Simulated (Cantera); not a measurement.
Charge: 1 mol C₂H₆, 0.26 mol CO₂, 21 mol H₂.

Cantera equilibrium calculation (NASA polynomials, part measured and part estimated; ideal gas, pure solids and liquids). Candidate condensed phases: C, C₆H₆, C₇H₈, C₈H₁₈, H₂O; 110 gas species. The ideal-gas law is rough above about 30 bar. The numbers say what is thermodynamically allowed, not how fast it happens.

Stable condensed phases, one row left out:

```
T in °C \ P in Pa
               10       46      220     1000     4600    22000   100000   460000  2200000 10000000
    802         A        A        A        A        A        A        A        B        B        B
    752         A        A        A        A        A        A        A        B        B        B
    702         A        A        A        A        A        A        B        B        B        B
    652         A        A        A        A        A        A        B        B        B        B
    602         A        A        A        A        A        A        B        B        B        B
    502         A        A        A        A        A        B        B        B        B        B
    452         A        A        A        A        B        B        B        B        B        B
    402         A        A        A        B        B        B        B        B        B        B
    352         A        A        A        B        B        B        B        B        B        B
    302         A        A        B        B        B        B        B        B        B        B
```

A: C; B: gas only.

### Question
Give the row for 552 °C.

### Answer
10: C; 46: C; 220: C; 1000: C; 4600: C; 22000: gas only; 100000: gas only; 460000: gas only; 2200000: gas only; 10000000: gas only.
